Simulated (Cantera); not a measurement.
What does this Cantera script print?

```python
import numpy as np
import cantera as ct

gas_names = """
    C CN CO CO2 C2 CCN CNC C2N2 C2O C3 C3O2 C4 C4N2 C5 Cu CuO Cu2 N NCO NO NO2 NO3 N2 N2O O O2 O3
""".split()
cond_names = """
    C(gr) Cu(cr) Cu(L) CuO(s) Cu2O(s) Cu2O(L)
""".split()


# ... load() reads the species with a 1 bar reference pressure and builds the phases ...
atoms = {
    'Cu': {'Cu': 1},
    'CO': {'C': 1, 'O': 1},
    'N2': {'N': 2},
    'O2': {'O': 2},
}
top_T = {'C(gr)': 4500, 'CuO(s)': 1390}  # K; cautious upper limits of use, not melting points


# ... equilibrate(T, P, feed) seeds the gas with the atoms and calls Mixture.equilibrate('TP', solver="vcs", rtol=1e-11, max_steps=5000) ...
results = []
feed = {'Cu': 1, 'CO': 4, 'N2': 8.1, 'O2': 0.024}  # mol
P = 10000  # Pa
for T in [1025, 1100, 1175, 1250, 1325, 1400, 1475, 1550, 1625, 1700, 1775]:
    mix = equilibrate(T, P, feed)
    results.append((T, P, feed, dict(zip(mix.species_names, mix.species_moles))))

top = {s: max(r[3][s] / sum(r[3][g] for g in gas_names) for r in results) for s in gas_names}
cols = sorted((s for s in top if top[s] > 0.0001), key=lambda s: -top[s])[:9]
seen = [c for c in cond_names if any(r[3].get(c, 0) > 1e-12 for r in results)]
print("log10 of partial pressures in bar; condensed amounts in mol")
print(f"{'T/K':>10s}" + "".join(f"{s[:9]:>10s}" for s in cols + seen))
for T, P, feed, n in results:
    ng = sum(n[g] for g in gas_names)
    print(f"{T:10.4g}" + "".join(f"{np.log10(max(n[s] / ng * P / 1e5, 1e-99)):10.3f}" for s in cols)
          + "".join(f"{n.get(c, 0):10.4g}" for c in seen))
```

Result:

```
log10 of partial pressures in bar; condensed amounts in mol
       T/K        N2        CO        Cu       CO2    Cu(cr)     Cu(L)
      1025    -1.174    -1.486   -10.382    -3.402         1         0
      1100    -1.174    -1.486    -9.225    -3.402         1         0
      1175    -1.174    -1.486    -8.218    -3.402         1         0
      1250    -1.174    -1.486    -7.334    -3.402         1         0
      1325    -1.174    -1.486    -6.552    -3.402         1         0
      1400    -1.174    -1.486    -5.870    -3.402         0    0.9998
      1475    -1.174    -1.486    -5.271    -3.402         0    0.9994
      1550    -1.174    -1.486    -4.731    -3.402         0    0.9978
      1625    -1.175    -1.486    -4.243    -3.402         0    0.9931
      1700    -1.175    -1.487    -3.799    -3.402         0    0.9807
      1775    -1.176    -1.488    -3.394    -3.403         0    0.9508
```

Cantera equilibrium calculation (NASA polynomials, part measured and part estimated; ideal gas, pure solids and liquids).
